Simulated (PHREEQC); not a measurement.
Ca(OH)2 is added in steps, without added water, to 1 kg of water holding 1.4 mol HCl, 0.064 mol CaCl2 and 1.9 mol LiCl, at 25 °C. The system is closed to CO2. Solids allowed: Portlandite. Others were left out.

Base run: PHREEQC, Pitzer model, pitzer.dat. Each further column changes one thing. The table gives pH.

| Ca(OH)2 added (mol) | base | database phreeqc.dat, Davies equation for every ion |
|---|---|---|
| 0 | -0.70 | -0.35 |
| 0.111 | -0.61 | -0.28 |
| 0.259 | -0.46 | -0.17 |
| 0.37 | -0.33 | -0.06 |
| 0.481 | -0.13 | 0.11 |
| 0.629 | 0.37 | 0.58 |
| 0.74 | 11.50 | 11.03 |

In brines, pH and single-ion activities rest on the MacInnes convention. The ionic strength passes 0.7 mol/kgw, the rough limit of the ion-association models, in part of: database phreeqc.dat, Davies equation for every ion. pitzer.dat has no redox and few complexes: it carries them in its interaction parameters.
